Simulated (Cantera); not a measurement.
An adiabatic, constant-volume homogeneous reactor starts with CH3OH : O2 : N2 = 1 : 0.938 : 3.52 (molar parts), at 1475 K and 100000 Pa.

Cantera simulation using GRI-Mech 3.0 (53 species, 325 reactions); the numbers are that mechanism's predictions, not measurements. GRI-Mech 3.0 was tuned for natural gas; its chemistry of methanol as a main component is partial and can be far from experiment.

One state of this run: T (K) = 2882; P (bar) = 2.40; x CH3OH = <1e-12; x O2 = 0.00305; x C2H = <1e-12; x C2H2 = <1e-12; x OH = 0.0164. x: mole fraction; the columns are a selection and need not sum to one.

### Question
Which value of t (s) does it belong to?
A) 1.00e-6
B) 0.00187
C) 1.23e-5
D) 3.51e-6

### Answer
B, 0.00187
